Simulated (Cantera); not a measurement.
# Catalytic stagnation flow on Pt

A jet of H2 : O2 : N2 = 0.033 : 0.1 : 0.79 (molar parts), equivalence ratio 0.17 at 300 K and 21000 Pa hits a platinum plate 5 cm away at a mass flux of 0.11 kg/m²/s; the plate temperature is set and raised in steps from an oxygen-covered start.

Cantera simulation using Deutschmann's 1995 Pt surface mechanism with GRI-Mech 3.0 gas chemistry; the numbers are that mechanism's predictions, not measurements. Catalytic surfaces can have several steady states; this one follows from the mechanism file's or the stated starting coverage.

```csv
plate T (K),wall x H2,wall x O2,wall x H2O,wall x OH,θ free Pt,θ O*,θ OH*
500,0.00227,0.0722,0.0662,<1e-8,0.0462,0.922,0.0313
550,0.00226,0.0723,0.0656,<1e-8,0.0488,0.933,0.0179
600,0.00226,0.0724,0.0651,<1e-8,0.0512,0.938,0.0112
650,0.00225,0.0725,0.0647,<1e-8,0.0537,0.939,0.00745
700,0.00219,0.0726,0.0644,<1e-8,0.0575,0.937,0.00531
750,0.00195,0.0724,0.0644,<1e-8,0.0674,0.928,0.00416
```
x: mole fraction at the wall; θ: surface coverage.
